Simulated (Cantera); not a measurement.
Charge: 1 mol CH2F2, 0.034 mol F2, 10 mol H2, at 0.315 Torr.

Cantera equilibrium calculation (NASA polynomials, part measured and part estimated; ideal gas, pure solids and liquids). Candidate condensed phases: C, C6H6, C7H8, C8H18; 95 gas species. Rates play no part.

### Question
At 2425 °C, list the 5 most abundant gas species with their mole fractions, and the condensed phases.

### Answer
H 0.796, HF 0.0968, H2 0.0837, C3 0.0118, C 0.00411. Condensed: gas only.
